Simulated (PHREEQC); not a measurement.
Solution (20 °C): 0.0083 mol/kgw CuCl2, 0.066 mol/kgw HBF4, 0.02 mol/kgw Na2SO4 and 0.0048 mol/kgw Na2HAsO4. Closed to the air; pH follows from the charge balance.

The numbers come from PHREEQC with the ion-association model, wateq4f.dat.

Precipitation was switched off in this run.

**Question.** What pH does the model give?

**Answer.** pH 1.44.

**Question.** In which forms is S present?

**Answer.** HSO4- 54 %, SO4-2 37 %, CuSO4 6.5 %, NaSO4- 3.0 % of the S.

Real BF4- forms and hydrolyses slowly; the run takes it at equilibrium. The database has no arsenate complexes of Cu.
